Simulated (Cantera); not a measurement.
# Hydrocarbon pyrolysis for carbon deposition

An isothermal, constant-pressure homogeneous reactor starts with C₂H₆ : N₂ : H₂O = 1 : 29 : 0.13 (molar parts), at 1150 K and 10.00 Torr.

Detailed kinetics in Cantera: GRI-Mech 3.0 (53 species, 325 reactions). GRI-Mech 3.0 stops at C3 and has no aromatics, soot or wall deposition, so with more carbon than oxygen in the feed, carbon stays in small species such as C2H2 where larger ones or solid carbon would form. Radical loss at walls, strong at low pressure, is not modelled.

```tsv
t (s)	x C₂H₆	x CH₂	x HCN	x H₂	x C₂H	x C₂H₂
7.00e-5	0.0332	<1e-12	<1e-12	7.24e-12	<1e-12	<1e-12
0.000412	0.0332	<1e-12	<1e-12	1.44e-9	<1e-12	<1e-12
0.00242	0.0332	8.54e-12	<1e-12	3.84e-7	<1e-12	<1e-12
0.0142	0.0331	4.61e-10	<1e-12	6.34e-5	<1e-12	8.93e-9
0.0837	0.0309	4.45e-9	7.39e-11	0.00196	<1e-12	1.04e-5
0.492	0.0169	3.92e-9	3.18e-10	0.0141	1.82e-11	0.000656
2.89	0.000481	2.03e-10	4.80e-10	0.0339	5.72e-11	0.00770
17.0	7.46e-6	3.40e-12	4.80e-10	0.0405	1.35e-11	0.0141
100	1.25e-6	<1e-12	4.77e-10	0.0464	8.28e-12	0.0202
```
x: mole fraction; the columns are a selection and need not sum to one.

Equilibrium at this temperature and pressure: C₂H₆ 6.21e-8, CH₂ <1e-12, HCN 0.0328, H₂ 0.0640, C₂H 3.10e-12, C₂H₂ 0.0111 (gas phase only).
